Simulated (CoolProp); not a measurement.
Properties of ethylene at several states (Tc = 9.2 °C, pc = 5.042 MPa, ω = 0.087).

Computed with CoolProp (reference Helmholtz-energy equation of state, Smukala 2000).

| T (°C) | p (MPa) | phase | cp (kJ/(kg K)) | fugacity coefficient |
|---|---|---|---|---|
| -2.25 | 1.63 | gas | 1.758 | 0.8781 |
| -69.35 | 15.2 | liquid | 2.384 | 0.05011 |
| -39.85 | 0.0133 | gas | 1.335 | 0.9984 |
